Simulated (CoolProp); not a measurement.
Computed with CoolProp (reference Helmholtz-energy equation of state, Thol 2016).

Question: For hexamethyldisiloxane (MM), give the phase and the cp (kJ/(kg K)) at 620 K and 96.6 kPa.

Answer: 
- 620 K and 96.6 kPa: gas; cp 2.27
